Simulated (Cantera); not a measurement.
Charge: 1 mol TiO₂, 13 mol Cl₂, equilibrated at 1375 K and 750 Torr.

Equilibrium computed with Cantera from the NASA thermochemical tables; the gas is ideal and each condensed phase is pure. Candidate condensed phases: Ti, TiCl₂, TiCl₃, TiCl₄, TiO, TiO₂, Ti₂O₃, Ti₃O₅, Ti₄O₇; 15 gas species. The numbers say what is thermodynamically allowed, not how fast it happens.

Base state: Cl₂ 0.952, Cl 0.0228, TiCl₄ 0.0127, O₂ 0.0126, ClO 7.48e-5 (mole fractions); condensed: TiO₂(rutile).

Question: What changes in the equilibrium state with this change: pressure from 750 Torr to 135 Torr?

Answer: 
```tsv
species	before	after
Cl₂	0.952	0.923
Cl	0.0228	0.0529
TiCl₄	0.0127	0.0123
O₂	0.0126	0.0122
ClO	7.48e-5	7.25e-5
TiO₂(rutile), mol	0.834	0.836
```

Question: What changes in the equilibrium state with this change: pressure from 750 Torr to 0.405 Torr?

Answer: 
| species | before | after |
|---|---|---|
| Cl | 0.0228 | 0.615 |
| Cl₂ | 0.952 | 0.375 |
| TiCl₄ | 0.0127 | 0.00498 |
| O₂ | 0.0126 | 0.00497 |
| ClO | 7.48e-5 | 2.95e-5 |
| TiO₂(rutile), mol | 0.834 | 0.906 |

Question: What changes in the equilibrium state with this change: temperature from 1375 K to 1648 K?

Answer: 
```tsv
species	before	after
Cl₂	0.952	0.796
Cl	0.0228	0.129
TiCl₄	0.0127	0.0372
O₂	0.0126	0.0370
TiOCl₂	1.79e-7	2.30e-5
TiCl₃	2.03e-7	1.58e-5
ClO	7.48e-5	0.000514
TiO₂(rutile), mol	0.834	0.482
```
